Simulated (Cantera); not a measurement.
Input: 1 mol CuO, 4.2 mol F₂, 32 mol H₂, at 1473.15 K and 26.3 Torr.

Cantera equilibrium calculation (NASA polynomials, part measured and part estimated; ideal gas, pure solids and liquids). Candidate condensed phases: Cu, CuF₂, CuO, Cu(OH)₂, Cu₂O, H₂O; 27 gas species. Kinetics and transport are ignored.

Base state: H₂ 0.740, HF 0.232, H₂O 0.0276, Cu 0.000148, H 5.83e-5, CuF 1.29e-5 (mole fractions); condensed: Cu(l).

Question: What changes in the equilibrium state with this change: F₂ from 4.2 to 1.6 mol?

Answer: 
```csv
species,before,after
H₂,0.740,0.875
HF,0.232,0.0952
H₂O,0.0276,0.0298
Cu,0.000148,0.000148
CuF,1.29e-5,4.89e-6
H,5.83e-5,6.34e-5
"Cu(l), mol",0.994,0.995
```

Question: What changes in the equilibrium state with this change: temperature from 1473.15 K to 1700 K?

Answer: 
```csv
species,before,after
H₂,0.740,0.736
HF,0.232,0.231
H₂O,0.0276,0.0275
Cu,0.000148,0.00454
CuF,1.29e-5,0.000172
H,5.83e-5,0.000676
"Cu(l), mol",0.994,0.828
```
